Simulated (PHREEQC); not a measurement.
Dissolve 2 mmol/kgw CuSO4, 6.5 mmol/kgw HCl and 0.57 mmol/kgw NaCl at 20 °C. Closed to the air; pH follows from the charge balance.

Equilibrium calculation in PHREEQC: ion-association model, phreeqc.dat.

Precipitation was switched off in this run.

Q: Order these Cu species by the share of Cu that they hold, largest first: CuCl+, CuSO4, Cu+2.

A: Cu+2 (89 %), CuSO4 (9.7 %), CuCl+ (0.85 %)

Q: Order these S species by the share of S that they hold, largest first: SO4-2, NaSO4-, HSO4-, CuSO4.

A: SO4-2 (67 %), HSO4- (23 %), CuSO4 (9.7 %), NaSO4- (0.12 %)

The pH is 2.26 and the ionic strength 0.0133 mol/kgw. Complexes and solids missing from the database can't appear.
